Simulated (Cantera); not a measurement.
Mixture: H2 : O2 : N2 = 1 : 1.14 : 4.27 (molar parts), at 101000 Pa, adiabatic and at constant volume. Ignition delay is the time to a rise of 400 K.

Cantera simulation using the H2/O2 subset of GRI-Mech 3.0, which has no nitrogen chemistry; the numbers are that mechanism's predictions, not measurements. Below about 950 K walls govern HO2 and H2O2 in real vessels. Where the delays flatten at high temperature, the 400 K rule measures the pace of heat release, not the induction time.

```json
[
 {"quantity": "delay at 925 K", "before": "87.1 ms", "after": "81.1 ms"},
 {"quantity": "delay at 1025 K", "before": "0.196 ms", "after": "6.77 ms"},
 {"quantity": "delay at 1125 K", "before": "75.9 µs", "after": "0.653 ms"},
 {"quantity": "delay at 1225 K", "before": "43.5 µs", "after": "24.0 µs"},
 {"quantity": "delay at 1325 K", "before": "29.8 µs", "after": "4.17 µs"}
]
```

**Question.** Which change was made?
A) pressure from 101000 Pa to 520000 Pa
B) pressure from 101000 Pa to 1000000 Pa
C) constant pressure in place of constant volume
D) pressure from 101000 Pa to 500000 Pa

**Answer.** B, pressure from 101000 Pa to 1000000 Pa
